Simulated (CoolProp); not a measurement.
Isohexane along the isotherm 399.1 K: density (kg/m³) from the reference equation and from simpler models built on Tc = 497.7 K, pc = 3043 kPa, ω = 0.280; each cubic takes its own stable root.

Computed with CoolProp (reference Helmholtz-energy equation of state, Lemmon 2006). It is a short technical equation, of lower accuracy than the large ones.

```tsv
p (kPa)	phase	reference	van der Waals	Soave-Redlich-Kwong
1170	liquid	544.9	40.47	488.9
2340	liquid	548.7	336.5	495.5
3510	liquid	552.3	___	501.4
4680	liquid	555.6	___	506.9
5850	liquid	558.8	357.5	511.9
7020	liquid	561.8	362.6	516.6
8190	liquid	564.7	___	520.9
9360	liquid	567.4	371.3	525.0
10500	liquid	570.0	374.9	528.7
11700	liquid	572.5	378.4	532.5
12900	liquid	575.0	381.6	536.0
14000	liquid	577.2	384.4	539.1
15200	liquid	579.5	387.2	542.2
```

Complete the blanks.


- 3510, van der Waals: 344.8
- 4680, van der Waals: 351.7
- 8190, van der Waals: 367.2

At some of these states van der Waals gives the other phase, because its saturation line lies elsewhere.
